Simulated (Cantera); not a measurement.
Standard-state values (1 bar) from the NASA 1993 polynomials, evaluated with Cantera. Values are per mole of reaction as written; species without (g) are pure solids or liquids, kept so even where they would boil at 1 bar.

H₂O₂(g) + SrCl₂ → Sr(OH)₂ + Cl₂(g)

```tsv
T (K)	ΔH° (kJ)	ΔS° (J/K)	ΔG° (kJ)	log10 K	condensed phases
598	-3.0	-28.5	14.0	-1.22	SrCl₂(s), Sr(OH)₂(s)
748	0.0	-24.0	18.0	-1.25	SrCl₂(s), Sr(OH)₂(s)
898	26.9	9.9	18.0	-1.05	SrCl₂(s), Sr(OH)₂(l)
1048	(withheld)	(withheld)	(withheld)	(withheld)	SrCl₂(s), Sr(OH)₂(l)
1198	(withheld)	(withheld)	(withheld)	(withheld)	SrCl₂(l), Sr(OH)₂(l)
1348	(withheld)	(withheld)	(withheld)	(withheld)	SrCl₂(l), Sr(OH)₂(l)
1498	(withheld)	(withheld)	(withheld)	(withheld)	SrCl₂(l), Sr(OH)₂(l)
1648	20.6	2.7	16.1	-0.51	SrCl₂(l), Sr(OH)₂(l)
1798	23.5	4.4	15.5	-0.45	SrCl₂(l), Sr(OH)₂(l)
```

### Question
Complete the blanks.

### Answer

- 1048, ΔH° (kJ): 24.6
- 1048, ΔS° (J/K): 7.9
- 1048, ΔG° (kJ): 16.4
- 1048, log10 K: -0.82
- 1198, ΔH° (kJ): 10.5
- 1198, ΔS° (J/K): -4.4
- 1198, ΔG° (kJ): 15.8
- 1198, log10 K: -0.69
- 1348, ΔH° (kJ): 14.1
- 1348, ΔS° (J/K): -1.6
- 1348, ΔG° (kJ): 16.3
- 1348, log10 K: -0.63
- 1498, ΔH° (kJ): 17.5
- 1498, ΔS° (J/K): 0.7
- 1498, ΔG° (kJ): 16.3
- 1498, log10 K: -0.57
